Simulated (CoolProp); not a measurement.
Octamethylcyclotetrasiloxane (D4) along the isobar 0.911 MPa: fugacity coefficient from the reference equation and from simpler models built on Tc = 313.4 °C, pc = 1.347 MPa, ω = 0.598; each cubic takes its own stable root.

The numbers come from the reference Helmholtz-energy equation of state, Thol 2015 in CoolProp.

```json
[
 {"T (°C)": "116.45", "phase": "liquid", "reference": "0.01965"},
 {"T (°C)": "127.65", "phase": "liquid", "reference": "0.02895"},
 {"T (°C)": "138.85", "phase": "liquid", "reference": "0.04140"},
 {"T (°C)": "150.05", "phase": "liquid", "reference": "0.05761"},
 {"T (°C)": "161.25", "phase": "liquid", "reference": "0.07820"},
 {"T (°C)": "172.35", "phase": "liquid", "reference": "0.1035"},
 {"T (°C)": "183.55", "phase": "liquid", "reference": "0.1346"},
 {"T (°C)": "194.75", "phase": "liquid", "reference": "0.1716"},
 {"T (°C)": "205.95", "phase": "liquid", "reference": "0.2150"},
 {"T (°C)": "217.15", "phase": "liquid", "reference": "0.2650"}
]
```

Task: How far does each simpler model (Redlich-Kwong, Peng-Robinson) lie from the reference over these 10 states: mean and median of the absolute difference, and the worst?

Result: 
- Redlich-Kwong: mean 164.3 %, median 142.6 %, worst +336.7 % at 116.45 °C and 0.911 MPa
- Peng-Robinson: mean 1.3 %, median 0.8 %, worst +4.0 % at 116.45 °C and 0.911 MPa
